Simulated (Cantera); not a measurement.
What does this Cantera script print?

```python
import numpy as np
import cantera as ct

gas_names = """
    H HO2 H2 H2O H2O2 Nb NbO NbO2 O OH O2 O3
""".split()
cond_names = """
    H2O(s) H2O(L) Nb(cr) Nb(L) NbO(s) NbO(L) NbO2(I) NbO2(II) NbO2(III) NbO2(L) Nb2O5(s) Nb2O5(L)
""".split()


# ... load() reads the species with a 1 bar reference pressure and builds the phases ...
atoms = {
    'Nb2O5': {'Nb': 2, 'O': 5},
    'H2': {'H': 2},
}
top_T = {}  # K; cautious upper limits of use, not melting points


# ... equilibrate(T, P, feed) seeds the gas with the atoms and calls Mixture.equilibrate('TP', solver="vcs", rtol=1e-11, max_steps=5000) ...
results = []
feed = {'Nb2O5': 1, 'H2': 2.7}  # mol
T = 1250  # K
P = 110000  # Pa
mix = equilibrate(T, P, feed)
results.append((T, P, feed, dict(zip(mix.species_names, mix.species_moles))))
x = sorted(zip(gas.X, gas.species_names), reverse=True)
print(f"T = {T:g} K  P = {P:g} Pa  gas = {mix.phase_moles(0):.4g} mol")
print("   x: " + "  ".join(f"{s} {v:.3e}" for v, s in x if v > 0.001))
print("   condensed (mol): " + ("  ".join(f"{mix.phase(i).name} {mix.phase_moles(i):.4g}"
      for i in range(1, mix.n_phases) if mix.phase_moles(i) > 1e-12) or "none"))
```

It prints:

```
T = 1250 K  P = 110000 Pa  gas = 2.7 mol
   x: H2 9.720e-01  H2O 2.804e-02
   condensed (mol): NbO2(III) 0.1514  Nb2O5(s) 0.9243
```

Cantera equilibrium calculation (NASA polynomials, part measured and part estimated; ideal gas, pure solids and liquids). Mutual solubility and eutectic melting of coexisting phases are not modelled. Condensed phases not in the tables: the oxides between NbO2 and Nb2O5.
